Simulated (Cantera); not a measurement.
Predominance diagram of Zr at 1725 K against the partial pressures of O2 and N2 (log10, bar). Source: NASA polynomial tables (part measured, part estimated), evaluated in Cantera. Candidates: Zr(β), ZrN(s), ZrO2(tetragonal). Only these pure phases compete in this equilibrium. ZrN: taken at fixed stoichiometry.

**Question.** Which phase is stable at these pairs, and which metal-bearing vapour leads over it? (0, -2.2); (-6, -7.6); (-5, -9.8); (0, -11.9); (-6, -6.5); (-16, -13); (-15, -11.9)

**Answer.** 
```csv
log p(O2),log p(N2),phase,chief vapour,log p (bar)
0,-2.2,ZrO2(tetragonal),ZrO2,-13.7
-6,-7.6,ZrO2(tetragonal),ZrO2,-13.7
-5,-9.8,ZrO2(tetragonal),ZrO2,-13.7
0,-11.9,ZrO2(tetragonal),ZrO2,-13.7
-6,-6.5,ZrO2(tetragonal),ZrO2,-13.7
-16,-13,ZrO2(tetragonal),ZrO,-13.6
-15,-11.9,ZrO2(tetragonal),ZrO2,-13.7
```
